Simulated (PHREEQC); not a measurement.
Consider water at 25 °C with 32 mmol/kgw TMAH and 0.245 mmol/kgw NaAlO2. Closed to the air; pH follows from the charge balance.

The numbers come from PHREEQC with the ion-association model, phreeqc.dat.

pH: 12.42
ionic strength: 0.0323 mol/kgw
total alkalinity: 33.0 meq/kg

```
species   molality  activity   log γ
--------  --------  --------  ------
OH-         0.0320    0.0269  -0.076
(CH3)4N+    0.0320    0.0270  -0.074
Al(OH)4-  0.000245  0.000207  -0.072
Na+       0.000245  0.000208  -0.071
```

This is a speciation only: nothing precipitates in the calculation. (CH3)4N+ isn't in the database: it is added as a free cation with an ion size of 4 Å.
